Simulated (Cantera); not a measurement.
Cantera run:

```python
import numpy as np
import cantera as ct

gas_names = [...]  # 114 gases of nasa_gas.yaml made of C, Fe, H, O
cond_names = """
    C(gr) C6H6(L) C7H8(L) C8H18(L),n-octa Fe(a) Fe(c) Fe(d) Fe(L) FeC5O5(L) FeO(s) FeO(L) Fe(OH)2(s)
    Fe(OH)3(s) Fe2O3(s) Fe3O4(s) H2O(s) H2O(L)
""".split()


# ... load() reads the species with a 1 bar reference pressure and builds the phases ...
atoms = {
    'Fe(CO)5': {'Fe': 1, 'C': 5, 'O': 5},
    'H2': {'H': 2},
}
top_T = {'C(gr)': 4500, 'Fe2O3(s)': 1830, 'Fe3O4(s)': 1870}  # K; cautious upper limits of use, not melting points


# ... equilibrate(T, P, feed) seeds the gas with the atoms and calls Mixture.equilibrate('TP', solver="gibbs", rtol=1e-10, max_steps=50000) ...
results = []
feed = {'Fe(CO)5': 1, 'H2': 19}  # mol
P = 66  # Pa
for T in [898, 998, 1098, 1198, 1298, 1398, 1498]:
    mix = equilibrate(T, P, feed)
    results.append((T, P, feed, dict(zip(mix.species_names, mix.species_moles))))

top = {s: max(r[3][s] / sum(r[3][g] for g in gas_names) for r in results) for s in gas_names}
cols = sorted((s for s in top if top[s] > 0.001), key=lambda s: -top[s])[:8]
seen = [c for c in cond_names if any(r[3].get(c, 0) > 1e-12 for r in results)]
print("log10 of partial pressures in bar; condensed amounts in mol")
print(f"{'T/K':>10s}" + "".join(f"{s[:9]:>10s}" for s in cols + seen))
for T, P, feed, n in results:
    ng = sum(n[g] for g in gas_names)
    print(f"{T:10.4g}" + "".join(f"{np.log10(max(n[s] / ng * P / 1e5, 1e-99)):10.3f}" for s in cols)
          + "".join(f"{n.get(c, 0):10.4g}" for c in seen))
```

Output:

```
log10 of partial pressures in bar; condensed amounts in mol
       T/K        H2        CO     C(gr)     Fe(a)     Fe(c)
       898    -3.282    -3.863  0.007424         1         0
       998    -3.282    -3.862 0.0005042         1         0
      1098    -3.282    -3.862         0         1         0
      1198    -3.282    -3.862         0         0         1
      1298    -3.282    -3.862         0         0         1
      1398    -3.282    -3.862         0         0    0.9995
      1498    -3.282    -3.862         0         0    0.9948
```

Equilibrium computed with Cantera from the NASA thermochemical tables; the gas is ideal and each condensed phase is pure. Condensed phases not in the tables: cementite and carbon dissolved in iron.
